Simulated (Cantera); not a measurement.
Feed: 1 mol Si2Cl6, 16 mol NH3, 1.8 mol H2, 0.23 mol N2, equilibrated at 750 Torr.

Method: chemical equilibrium by Gibbs-energy minimisation in Cantera with the NASA 1993 tables (ideal gas, pure condensed phases). Candidate condensed phases: NH4Cl, Si, Si3N4; 28 gas species. The feed counts by its element totals alone. Equilibrium is a limit: real reactors are often held back by kinetics, nucleation or transport.

Over these rows the condensed part is Si3N4(s). Partial pressures as log10 of bar:

| T (K) | 1000/T (1/K) | log p SiCl2 | log p H2 | log p N2 | log p HCl |
|---|---|---|---|---|---|
| 1250 | 0.8000 | -5.10 | -0.19 | -0.71 | -0.78 |
| 1350 | 0.7407 | -4.28 | -0.19 | -0.71 | -0.78 |
| 1450 | 0.6897 | ? | -0.19 | -0.71 | -0.78 |
| 1550 | 0.6452 | -2.99 | -0.19 | -0.71 | -0.79 |
| 1650 | 0.6061 | -2.50 | -0.19 | -0.71 | -0.80 |
| 1750 | 0.5714 | -2.10 | -0.19 | -0.70 | -0.83 |

Task: Fit log p(SiCl2) = a + b·(1000/T) to the five rows, give the apparent enthalpy, and predict the row at 1450 K.

Result: Means: 1000/T = 0.6727, log p = -3.394. Sxy = -0.479154, Sxx = 0.0362828, so b = -13.21 and a = -3.394 − (-13.21)×0.6727 = 5.49.
Apparent enthalpy: −19.145 × (-13.21) = 253 kJ/mol. With the condensed phases at unit activity, 1/3 Si3N4(s) + 2 HCl(g) = SiCl2(g) + H2(g) + 2/3 N2(g) links this pressure to the main gases: over the six rows their terms move log p by -0.11 in all, so the slope is close to that reaction's ΔH°. The five rows lie within 0.04 of the line.
Prediction at 1450 K: 5.49 + (-13.21)×0.6897 = -3.62. The computed value is -3.59, 0.03 from the line.
